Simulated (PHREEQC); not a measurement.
0.011 g of hydrous ferric oxide (600 m²/g; 0.2 weak and 0.005 strong sites per Fe, Dzombak-Morel constants, diffuse double layer) in 1 kg of water with 0.005 mol/kgw of an inert sodium salt and 0.0048 mmol/kgw MgCl2, 0.0025 mmol/kgw MnCl2 and 4.1e-05 mmol/kgw BaCl2, at 25 °C; the pH is set by adding NaOH or the inert anion's acid. No oxygen is let in. CO2 from the air is kept out. No solid was allowed to form.

Computed with PHREEQC (ion-association model, wateq4f.dat).

| pH | Mg sorbed (%) | Mn sorbed (%) | Ba sorbed (%) | surface charge σ (C/m²) | surface potential ψ (mV) |
|---|---|---|---|---|---|
| 4 | 0.0 | 0.0 | 0.0 | 0.182 | 194 |
| 4.5 | 0.0 | 0.0 | 0.0 | (withheld) | 177 |
| 5 | 0.0 | 0.0 | 0.0 | (withheld) | 158 |
| 5.5 | 0.0 | 0.0 | 0.0 | 0.060 | 137 |
| 6 | 0.0 | 0.2 | 0.0 | (withheld) | 114 |
| 6.5 | 0.0 | 1.4 | 0.0 | 0.023 | 89 |
| 7 | 0.0 | 8.1 | 0.1 | 0.013 | 63 |
| 7.5 | 0.3 | 21.7 | 0.1 | 0.006 | 37 |
| 8 | 2.2 | 40.5 | 0.2 | 0.002 | 11 |
| 8.5 | (withheld) | 74.0 | 0.4 | -0.002 | -11 |
| 9 | 44.6 | 93.1 | 1.0 | -0.005 | -28 |
| 9.5 | 79.6 | 98.4 | (withheld) | -0.008 | -45 |
| 10 | 96.0 | 99.7 | 13.7 | -0.014 | -67 |

Some entries are withheld; supply them.


- 4.5, surface charge σ (C/m²): 0.131
- 5, surface charge σ (C/m²): 0.090
- 6, surface charge σ (C/m²): 0.038
- 8.5, Mg sorbed (%): 13.2
- 9.5, Ba sorbed (%): 3.1
